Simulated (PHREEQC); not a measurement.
Dissolve 0.0048 mol/kgw CsOH, 0.12 mol/kgw NaAlO2 and 0.015 mol/kgw (CH3)4NCl at 35 °C. Closed to the air; pH follows from the charge balance.

Computed with PHREEQC (ion-association model, wateq4f.dat).

Each row changes one thing in this solution. No solid was allowed to form.

```tsv
case	pH	ionic strength (mol/kgw)	Al(OH)3 (mol/kgw)	SI of Al(OH)3(a) (Al(OH)3)	SI of Boehmite (AlOOH)
as made	11.23	0.140	2.30e-7	-0.79	+1.47
0.0018 mol/kgw TMAH added	11.37	0.142	1.67e-7	-0.92	+1.33
diluted 5-fold with water	10.60	0.0280	2.32e-7	-0.79	+1.46
CsOH from 0.0048 to 0.00432 mol/kgw	?	0.139	2.55e-7	-0.74	+1.52
diluted 10-fold with water	10.31	?	2.31e-7	-0.80	+1.46
```

What belongs in the gaps?


- CsOH from 0.0048 to 0.00432 mol/kgw, pH: 11.19
- diluted 10-fold with water, ionic strength (mol/kgw): 0.0140

Some of these states are supersaturated (in Boehmite (slow to form), Gibbsite (slow to form), for instance). (CH3)4N+ isn't in the database: it is added as a free cation with an ion size of 4 Å.
